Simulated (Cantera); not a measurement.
A perfectly stirred reactor is fed with H2 : O2 : N2 : NO = 1 : 0.735 : 2.76 : 0.0054 (molar parts), at 500000 Pa; it is adiabatic with a 800 K inlet, and is followed from long to short residence time, starting on the burning branch (τ in s: 0.058, 0.029, 0.015, 0.0077, 0.0039, 0.002, 0.001, 0.00052, 0.00027, 0.00014, 6.9e-05).

Cantera simulation using GRI-Mech 3.0 (53 species, 325 reactions); the numbers are that mechanism's predictions, not measurements. The hydrogen kinetics of GRI-Mech 3.0 are dated; newer H2 mechanisms differ, most at raised pressure. The mechanism lacks 2 NO + O2 → 2 NO2 and HONO, so NO2 and the effect of NO are under-described below about 1400 K.

One state of this run: T (K) = 2356; x H2 = 0.00227; x O2 = 0.0568; x NO = 0.00182; x N2O = 1.08e-6; x O = 0.00115. x: mole fraction; the columns are a selection and need not sum to one.

Question: Which value of τ (s) does it belong to?
(A) 0.0039
(B) 0.00014
(C) 0.015
(D) 0.0010

Answer: D, 0.0010
